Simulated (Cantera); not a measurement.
# Fluorocarbon and chlorocarbon gases: CH3Cl

Charge: 1 mol CH3Cl, equilibrated at 2.40e-5 bar.

These are equilibrium values from Cantera (NASA tables, ideal gas, pure condensed phases), not measurements of a reactor. Candidate condensed phases: C, C6H6, C7H8, C8H18; 91 gas species. The numbers say what is thermodynamically allowed, not how fast it happens.

From 1100 °C to 2300 °C the condensed part is C(graphite). The main C-bearing gas is C2H2 (acetylene) at 1100 °C and C3 at 2300 °C.

```
T (°C)       x H     x H2    x HCl      x Cl      x C3       x C      x C2  n C(graphite)
------  --------  -------  -------  --------  --------  --------  --------  -------------
1100    0.000481    0.500    0.499  0.000398    <1e-12    <1e-12    <1e-12          1.000
1300     0.00585    0.497    0.493   0.00461  1.66e-12  1.04e-11    <1e-12          1.000
1500      0.0401    0.477    0.453    0.0293   2.06e-9   5.08e-9  1.70e-10          1.000
1700       0.173    0.396    0.324     0.106   5.88e-7   7.03e-7   4.96e-8          0.999
1900       0.453    0.211    0.131     0.205   5.79e-5   3.91e-5   5.03e-6          0.996
2100       0.670   0.0553   0.0279     0.242   0.00257   0.00110  0.000232          0.961
2300       0.671  0.00917  0.00442     0.227    0.0624    0.0184   0.00583         0.0481
```
x: gas mole fraction; n: condensed amount in mol.
